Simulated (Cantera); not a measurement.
A Cantera script and what it prints.

```python
import numpy as np
import cantera as ct

gas_names = [...]  # 169 gases of nasa_gas.yaml made of C, H, N, O
cond_names = """
    C(gr) C6H6(L) C7H8(L) C8H18(L),n-octa H2O(s) H2O(L)
""".split()


# ... load() reads the species with a 1 bar reference pressure and builds the phases ...
atoms = {
    'C2H5OH': {'C': 2, 'H': 6, 'O': 1},
    'CO2': {'C': 1, 'O': 2},
    'N2': {'N': 2},
}
top_T = {'C(gr)': 4500}  # K; cautious upper limits of use, not melting points


# ... equilibrate(T, P, feed) seeds the gas with the atoms and calls Mixture.equilibrate('TP', solver="vcs", rtol=1e-11, max_steps=5000) ...
results = []
feed = {'C2H5OH': 1, 'CO2': 0.063, 'N2': 0.18}  # mol
P = 58  # Pa
for T in [2500, 3000, 3500, 4000, 4500, 5000]:
    mix = equilibrate(T, P, feed)
    results.append((T, P, feed, dict(zip(mix.species_names, mix.species_moles))))

top = {s: max(r[3][s] / sum(r[3][g] for g in gas_names) for r in results) for s in gas_names}
cols = sorted((s for s in top if top[s] > 0.001), key=lambda s: -top[s])[:9]
seen = [c for c in cond_names if any(r[3].get(c, 0) > 1e-12 for r in results)]
print("log10 of partial pressures in bar; condensed amounts in mol")
print(f"{'T/K':>10s}" + "".join(f"{s[:9]:>10s}" for s in cols + seen))
for T, P, feed, n in results:
    ng = sum(n[g] for g in gas_names)
    print(f"{T:10.4g}" + "".join(f"{np.log10(max(n[s] / ng * P / 1e5, 1e-99)):10.3f}" for s in cols)
          + "".join(f"{n.get(c, 0):10.4g}" for c in seen))
```

Result:

```
log10 of partial pressures in bar; condensed amounts in mol
       T/K         H        H2        CO         C         O         N        N2        C3        C2     C(gr)
      2500    -3.521    -3.842    -3.951    -6.779   -12.630    -8.935    -4.801    -6.304    -7.339    0.8409
      3000    -3.360    -5.117    -4.071    -4.754   -10.962    -7.330    -4.948    -4.882    -5.416         0
      3500    -3.373    -6.289    -4.099    -4.220    -8.795    -6.132    -4.956    -6.613    -5.871         0
      4000    -3.376    -7.158    -4.104    -4.188    -6.779    -5.262    -5.023    -9.021    -6.950         0
      4500    -3.385    -7.848    -4.145    -4.157    -5.250    -4.764    -5.437   -10.878    -7.778         0
      5000    -3.413    -8.443    -4.458    -4.012    -4.425    -4.653    -6.347   -12.001    -8.200         0
```

Equilibrium computed with Cantera from the NASA thermochemical tables; the gas is ideal and each condensed phase is pure.
